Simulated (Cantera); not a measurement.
A closed system holds: 1 mol Cu2O, 0.64 mol CH4, 0.36 mol N2, equilibrated at 1125 °C and 2.60 bar.

Cantera equilibrium calculation (NASA polynomials, part measured and part estimated; ideal gas, pure solids and liquids). Candidate condensed phases: C, C6H6, C7H8, C8H18, Cu, CuO, Cu(OH)2, Cu2O, H2O; 139 gas species. Kinetics and transport are ignored.

Base state: H2 0.436, CO 0.248, N2 0.158, H2O 0.125, CO2 0.0329, NH3 2.56e-5, CH4 1.84e-5 (mole fractions); condensed: Cu(l).

What changes in the equilibrium state with this change: temperature from 1125 °C to 527 °C?


```json
[
 {"species": "H2O", "before": "0.125", "after": "0.284"},
 {"species": "N2", "before": "0.158", "after": "0.213"},
 {"species": "H2", "before": "0.436", "after": "0.198"},
 {"species": "CO", "before": "0.248", "after": "0.0236"},
 {"species": "CH4", "before": "1.84e-5", "after": "0.138"},
 {"species": "CO2", "before": "0.0329", "after": "0.142"},
 {"species": "NH3", "before": "2.56e-5", "after": "0.000317"},
 {"species": "Cu(l), mol", "before": "2.00", "after": "0"},
 {"species": "C(graphite), mol", "before": "0", "after": "0.128"},
 {"species": "Cu(s), mol", "before": "0", "after": "2.00"}
]
```
